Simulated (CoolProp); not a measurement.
Saturation properties of nitrous oxide (Tc = 309.5 K, pc = 7.245 MPa, ω = 0.161).

Values from CoolProp's reference Helmholtz-energy equation of state, Lemmon 2006. It is a short technical equation, of lower accuracy than the large ones.

```
T (K)  p (MPa)  vapour Z  surface tension (mN/m)
-----  -------  --------  ----------------------
209.2   0.3611         ?                    18.3
214.8   0.4612    0.9234                    17.0
220.3        ?         ?                    15.9
225.9   0.7197    0.8958                       ?
231.5   0.8851    0.8798                    13.5
237      1.073    0.8628                    12.3
242.6    1.294    0.8440                    11.2
248.2    1.546         ?                    10.1
253.7    1.827    0.8020                    9.01
259.3    2.149    0.7782                    7.93
264.9    2.511    0.7525                    6.88
270.5    2.915    0.7245                    5.86
276          ?         ?                    4.88
281.6    3.854         ?                    3.91
```

Task: Fill in the missing entries.

Result: 
- 209.2, vapour Z: 0.9354
- 220.3, p (MPa): 0.5785
- 220.3, vapour Z: 0.9104
- 225.9, surface tension (mN/m): 14.7
- 248.2, vapour Z: 0.8236
- 276, p (MPa): 3.356
- 276, vapour Z: 0.6945
- 281.6, vapour Z: 0.6609

It boils at 184.7 K under 1 atm.

Surface tension comes from a separate correlation (Mulero 2012).
